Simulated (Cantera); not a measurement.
A closed system holds: 1 mol c-C4F8, a varied amount of H2, held at 825 °C and 1.70e-5 bar.

These are equilibrium values from Cantera (NASA tables, ideal gas, pure condensed phases), not measurements of a reactor. Candidate condensed phases: C, C6H6, C7H8, C8H18; 95 gas species. The feed counts by its element totals alone. Gases not in the tables: C2F6 and larger saturated fluorocarbons. Rates play no part.

log p: log10 of the partial pressure in bar; n: condensed amount in mol.

```csv
n(H2) (mol),log p HF,log p CF4,log p H2,log p H,log p CF2,log p F,log p CF3,n C(graphite)
1.2,-4.97,-5.20,-15.64,-15.42,-10.55,-11.04,-11.31,2.60
1.6,-4.91,-5.33,-15.45,-15.33,-10.62,-11.07,-11.40,2.80
2,-4.87,…,…,…,…,-11.10,…,3.00
2.3,-4.84,-5.58,-15.20,-15.20,-10.74,-11.13,-11.59,3.15
2.7,-4.82,-5.74,-15.07,-15.14,-10.82,-11.17,-11.71,3.35
3.1,-4.80,-5.94,-14.93,-15.07,-10.92,-11.22,-11.86,3.55
3.5,-4.78,…,…,…,…,…,…,3.75
3.9,-4.77,-6.97,-14.36,-14.79,-11.43,-11.48,-12.63,3.95
4.2,-4.78,<-16,-6.38,-10.80,<-16,-15.47,<-16,4.00
4.6,-4.80,<-16,-5.93,-10.57,<-16,-15.72,<-16,4.00
5,-4.82,<-16,-5.72,-10.47,<-16,-15.84,<-16,4.00
```

Problem. Complete the blanks.

Solution. 
- 3.5, log p CF4: -6.23
- 3.5, log p H2: -14.75
- 3.5, log p H: -14.98
- 3.5, log p CF2: -11.06
- 3.5, log p F: -11.29
- 3.5, log p CF3: -12.08
- 2, log p CF4: -5.47
- 2, log p H2: -15.30
- 2, log p H: -15.25
- 2, log p CF2: -10.68
- 2, log p CF3: -11.50
